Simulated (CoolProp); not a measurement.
Saturation properties of isohexane (Tc = 497.7 K, pc = 3043 kPa, ω = 0.280).

Model: reference Helmholtz-energy equation of state, Lemmon 2006, in CoolProp. It is a short technical equation, of lower accuracy than the large ones.

| T (K) | p (kPa) | liquid density (kg/m³) | vapour density (kg/m³) | liquid cp (kJ/(kg K)) |
|---|---|---|---|---|
| 229.9 | 0.5993 | 708.8 | 0.02705 | 1.941 |
| 237.9 | 1.080 | 701.9 | 0.04712 | 1.972 |
| 245.8 | 1.847 | 695.0 | 0.07810 | 2.003 |
| 253.7 | 3.039 | 688.2 | (withheld) | (withheld) |
| 261.6 | 4.824 | 681.2 | 0.1922 | (withheld) |
| 269.5 | (withheld) | 674.3 | 0.2874 | 2.104 |
| 277.4 | 11.08 | 667.3 | 0.4182 | 2.139 |
| 285.3 | 16.12 | 660.2 | 0.5936 | (withheld) |
| 293.2 | 22.91 | (withheld) | 0.8238 | (withheld) |
| 301.2 | 31.98 | 645.7 | 1.125 | 2.250 |
| 309.1 | 43.58 | 638.4 | 1.501 | 2.289 |

Q: Some entries are withheld; supply them.

A: 
- 253.7, vapour density (kg/m³): 0.1246
- 253.7, liquid cp (kJ/(kg K)): 2.036
- 261.6, liquid cp (kJ/(kg K)): 2.069
- 269.5, p (kPa): 7.418
- 285.3, liquid cp (kJ/(kg K)): 2.175
- 293.2, liquid density (kg/m³): 653.0
- 293.2, liquid cp (kJ/(kg K)): 2.212

It boils at 333.4 K under 1 atm.
